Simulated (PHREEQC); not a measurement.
A PHREEQC input (ion-association model, wateq4f.dat):

```
SOLUTION 1
  temp 25
  units mgL
  pH 6.87
  pe -1.3
  Na 1.07
  K 5
  Ca 0.35
  Mg 0.293
  Cl 0.663
  S(6) 6.45 as SO4
  Alkalinity 3.86 as HCO3
  Ba 0.028
  F 0.000618
END
USE solution 1
EQUILIBRIUM_PHASES 1
  Fluorite 0 0
  Quartz 0 0.5
  CO2(g) -2.5 10
END
```

It stops with these messages:

```
ERROR: Calculations terminating due to input errors.
```

The fault: a unit that the program doesn't know. The line should read `units mg/L` where the input has `units mgL`. With the mend the run ends at pH 6.12 and ionic strength 0.000304 mol/kgw.
